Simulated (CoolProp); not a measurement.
Nitrogen along the isobar 34.8 bar: Z from the reference equation and from simpler models built on Tc = -147.0 °C, pc = 33.96 bar, ω = 0.037; each cubic takes its own stable root.

Model: reference Helmholtz-energy equation of state, Span 2000, in CoolProp.

| T (°C) | phase | reference |
|---|---|---|
| -195.35 | liquid | 0.1855 |
| -148.95 | liquid | 0.1934 |
| -102.45 | supercritical | 0.8663 |
| -56.05 | supercritical | 0.9506 |
| -9.55 | supercritical | 0.9835 |
| 36.95 | supercritical | 0.9989 |
| 83.35 | supercritical | 1.007 |
| 129.85 | supercritical | 1.011 |

Task: How far does each simpler model (van der Waals, Soave-Redlich-Kwong, Peng-Robinson) lie from the reference over these 8 states: mean and median of the absolute difference, and the worst?

Result: 
- van der Waals: mean 12.1 %, median 2.0 %, worst +43.7 % at -195.35 °C and 34.8 bar
- Soave-Redlich-Kwong: mean 2.3 %, median 0.5 %, worst +15.4 % at -148.95 °C and 34.8 bar
- Peng-Robinson: mean 2.8 %, median 1.2 %, worst -11.8 % at -195.35 °C and 34.8 bar
